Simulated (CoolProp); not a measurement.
Vapour-liquid equilibrium of R125 (1) + R236FA (2) at -32.55 °C; x and y are mole fractions of (1).

The numbers come from the multi-fluid Helmholtz-energy mixture model, Lemmon 2005 and Pan 2012; pair parameters Bell 2016 in CoolProp.

| x | bubble pressure (bar) | y at the bubble point | dew pressure at overall composition x (bar) | liquid density (mol/L) |
|---|---|---|---|---|
| 0.05 | 0.3174 | 0.319 | 0.2367 | 10.22 |
| 0.2 | 0.5886 | 0.684 | 0.2759 | 10.50 |
| 0.35 | 0.8578 | 0.820 | 0.3304 | 10.79 |
| 0.5 | 1.127 | 0.892 | 0.4115 | 11.09 |
| 0.65 | 1.398 | 0.937 | 0.5450 | 11.40 |
| 0.8 | 1.674 | 0.969 | 0.8037 | 11.71 |
| 0.95 | 1.956 | 0.993 | 1.497 | 12.03 |

No azeotrope shows between x = 0.05 and 0.95.

The pair parameters rest on a limited set of measurements; away from them the model extrapolates.
